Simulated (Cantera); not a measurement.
A perfectly stirred reactor is fed with CH2O : O2 : N2 = 0.0041 : 0.0063 : 1 (molar parts), equivalence ratio 0.65, at 500000 Pa; it is held at 1348 K, and followed from long to short residence time.

Cantera simulation using GRI-Mech 3.0 (53 species, 325 reactions); the numbers are that mechanism's predictions, not measurements.

x: mole fraction; the columns are a selection and need not sum to one.

```tsv
τ (s)	x CH2O	x O2	x HCO	x C2H	x CH2
0.51	7.41e-7	0.00220	6.43e-10	<1e-12	<1e-12
0.24	1.21e-6	0.00222	1.37e-9	<1e-12	<1e-12
0.11	1.95e-6	0.00226	2.97e-9	<1e-12	<1e-12
0.053	2.96e-6	0.00231	6.15e-9	<1e-12	<1e-12
0.025	(withheld)	0.00239	(withheld)	<1e-12	<1e-12
0.012	(withheld)	0.00250	(withheld)	<1e-12	1.94e-12
0.0056	9.63e-6	0.00267	5.66e-8	<1e-12	7.53e-12
0.0026	1.44e-5	0.00290	1.20e-7	<1e-12	2.59e-11
0.0012	2.20e-5	0.00319	2.52e-7	<1e-12	7.96e-11
0.00058	3.44e-5	0.00351	5.07e-7	<1e-12	2.09e-10
0.00027	5.95e-5	0.00391	1.05e-6	<1e-12	5.32e-10
```

Task: Fill in the missing entries.

Result: 
- 0.025, x CH2O: 4.45e-6
- 0.025, x HCO: 1.30e-8
- 0.012, x CH2O: 6.52e-6
- 0.012, x HCO: 2.68e-8
